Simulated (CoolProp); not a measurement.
Vapour-liquid equilibrium of nitrogen (1) + carbon monoxide (2) at 157 kPa; x and y are mole fractions of (1).

The numbers come from the multi-fluid Helmholtz-energy mixture model, Span 2000 and Lemmon 2006; pair parameters Gernert 2013 in CoolProp.

Question: Give the bubble temperature and the first vapour's composition at x = 0.15, 0.55, 0.75. Is there an azeotrope?

Answer: x = 0.15: -188.4 °C, y = 0.222; x = 0.55: -190.4 °C, y = 0.655; x = 0.75: -191.1 °C, y = 0.817. No azeotrope shows between x = 0.05 and 0.95.

The pair parameters rest on a limited set of measurements; away from them the model extrapolates.
